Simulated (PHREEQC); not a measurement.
Consider water at 85 °C with 37 mmol/kgw KF. Closed to the air; pH follows from the charge balance.

Model: ion-association model, wateq4f.dat, run in PHREEQC.

This is a speciation only: nothing precipitates in the calculation.

Q: Estimate the pH.

A: pH 7.33.

Away from 25 °C the constants follow the database's enthalpies or fits; those with neither stay at their 25 °C values.
